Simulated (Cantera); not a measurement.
Cantera run:

```python
import numpy as np
import cantera as ct

gas_names = """
    CL CL2 H HCL H2 Si SiCL SiCL2 SiCL3 SiCL4 SiH SiHCL3 SiH2 SiH2CL2 SiH3 SiH3CL SiH4 Si2 Si3
""".split()
cond_names = """
    Si(cr) Si(L)
""".split()


# ... load() reads the species with a 1 bar reference pressure and builds the phases ...
atoms = {
    'SiCl4': {'Si': 1, 'CL': 4},
    'H2': {'H': 2},
}
top_T = {}  # K; cautious upper limits of use, not melting points


# ... equilibrate(T, P, feed) seeds the gas with the atoms and calls Mixture.equilibrate('TP', solver="vcs", rtol=1e-11, max_steps=5000) ...
results = []
feed = {'SiCl4': 1, 'H2': 3.5}  # mol
T = 948  # K
P = 640000  # Pa
mix = equilibrate(T, P, feed)
results.append((T, P, feed, dict(zip(mix.species_names, mix.species_moles))))
print(gas.report(threshold=0.0001))
for i in range(1, mix.n_phases):
    print(f"{mix.phase(i).name:16s} {mix.phase_moles(i):12.5e} mol")
```

It prints:

```
       temperature   948 K
          pressure   6.4e+05 Pa
           density   3.1925 kg/m^3
  mean mol. weight   39.318 kg/kmol
   phase of matter   gas

                          1 kg             1 kmol
                     ---------------   ---------------
          enthalpy       -2.9492e+06       -1.1596e+08  J
   internal energy       -3.1496e+06       -1.2384e+08  J
           entropy            5560.2        2.1862e+05  J/K
    Gibbs function       -8.2203e+06       -3.2321e+08  J
 heat capacity c_p            1189.4             46766  J/K
 heat capacity c_v            977.96             38452  J/K

                      mass frac. Y      mole frac. X     chem. pot. / RT
                     ---------------   ---------------   ---------------
               HCL          0.024266           0.02617           -37.642
                H2          0.038538           0.75162           -15.804
             SiCL4            0.8485           0.19638           -129.22
            SiHCL3          0.087494          0.025399           -107.38
           SiH2CL2        0.00085422        0.00033254           -85.542
     [  +14 minor]        0.00034618        0.00010225

Si(cr)            0.00000e+00 mol
```

Method: chemical equilibrium by Gibbs-energy minimisation in Cantera with the NASA 1993 tables (ideal gas, pure condensed phases). The tables' values for SiCl3 are old estimates; treat these amounts as uncertain.
